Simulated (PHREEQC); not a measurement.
A solution holds 0.66 mol/kgw H3BO3 and 0.056 mol/kgw MgCl2, at 20 °C. It is in equilibrium with CO2 at log p = -2 (atm). Otherwise closed; pH follows from the charge balance.

Equilibrium calculation in PHREEQC: Pitzer model, pitzer.dat.

The ionic strength comes out as 0.168 mol/kgw. What activity coefficients do Cl-, H+, Mg+2, HCO3-, B3O3(OH)4- get?

Cl- 0.73, H+ 0.89, Mg+2 0.45, HCO3- 0.61, B3O3(OH)4- 0.44. Single-ion values are on the MacInnes scale.

Precipitation was switched off in this run. Species that the database lacks are ignored.
